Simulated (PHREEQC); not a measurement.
**Leach liquor: an equilibrium model**

Make-up at 25 °C: 0.12 mol/kgw H2SO4 and 0.00047 mol/kgw CuSO4. Closed to the air; pH follows from the charge balance.

Equilibrium calculation in PHREEQC: ion-association model, wateq4f.dat.

No solid was allowed to form.

Problem. Predict the pH, ionic strength.

Solution. pH 0.94; ionic strength 0.163 mol/kgw.

Problem. In which forms is Cu present?

Solution. Cu+2 69 %, CuSO4 31 % of the Cu.

Complexes and solids missing from the database can't appear.
